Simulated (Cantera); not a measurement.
# Pyrogenic steam for wet oxidation

An isothermal, constant-pressure homogeneous reactor starts with 5.59 % H₂, 35.0 % O₂, 59.4 % N₂, equivalence ratio 0.080, at 973 K and 0.600 bar.

Cantera simulation using GRI-Mech 3.0 (53 species, 325 reactions); the numbers are that mechanism's predictions, not measurements. The temperature is held fixed by assumption; the heat of reaction is taken as removed at once.

```csv
t (s),x H₂,x O₂,x H,x O,x NO,x H₂O,x N₂O
3.00e-5,0.0559,0.350,9.07e-11,6.96e-11,<1e-12,1.59e-10,<1e-12
0.000110,0.0559,0.350,1.89e-9,1.76e-9,<1e-12,8.05e-9,<1e-12
0.000406,0.0556,0.349,4.48e-5,3.86e-5,3.78e-12,0.000251,2.96e-11
0.00149,0.00986,0.334,1.13e-5,4.10e-5,1.99e-8,0.0473,7.22e-9
0.00549,0.00720,0.333,9.86e-7,5.01e-6,1.11e-8,0.0500,8.58e-9
0.0202,0.00484,0.332,4.37e-7,2.92e-6,8.29e-9,0.0524,1.03e-8
0.0743,0.00184,0.332,1.07e-7,1.47e-6,5.78e-9,0.0556,1.37e-8
0.273,0.000311,0.331,7.58e-9,3.30e-7,3.57e-9,0.0572,1.83e-8
1.00,3.70e-5,0.331,2.44e-10,2.05e-8,1.73e-9,0.0575,2.04e-8
3.70,5.37e-6,0.331,9.35e-12,9.18e-10,1.22e-9,0.0575,2.08e-8
13.6,5.48e-7,0.331,<1e-12,4.93e-11,2.52e-9,0.0576,2.07e-8
50.0,1.38e-10,0.331,<1e-12,1.86e-11,1.72e-8,0.0576,1.99e-8
```
x: mole fraction; the columns are a selection and need not sum to one.

Equilibrium at this temperature and pressure: H₂ 4.97e-12, O₂ 0.331, H <1e-12, O 5.06e-11, NO 2.56e-5, H₂O 0.0576, N₂O 1.48e-9 (gas phase only).
